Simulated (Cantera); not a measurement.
Source: NASA polynomial tables (part measured, part estimated), evaluated in Cantera. Values are per mole of reaction as written; species without (g) are pure solids or liquids, kept so even where they would boil at 1 bar.

HCl(g) + Cs → H(g) + CsCl

```
T (K)  ΔH° (kJ)  ΔS° (J/K)  ΔG° (kJ)  log10 K  condensed phases
-----  --------  ---------  --------  -------  ----------------
300      -132.5      -56.2    -115.7    20.14    Cs(s), CsCl(s)
500         [?]        [?]       [?]      [?]    Cs(l), CsCl(s)
600      -129.9      -52.5     -98.4     8.56    Cs(l), CsCl(s)
700      -127.7      -49.2     -93.3     6.96    Cs(l), CsCl(s)
800      -121.5      -40.9     -88.8     5.80    Cs(l), CsCl(s)
900         [?]        [?]       [?]      [?]    Cs(l), CsCl(s)
```

**Question.** Fill in the missing entries.

**Answer.** 
- 500, ΔH° (kJ): -131.7
- 500, ΔS° (J/K): -55.9
- 500, ΔG° (kJ): -103.8
- 500, log10 K: 10.84
- 900, ΔH° (kJ): -119.0
- 900, ΔS° (J/K): -37.9
- 900, ΔG° (kJ): -84.9
- 900, log10 K: 4.93
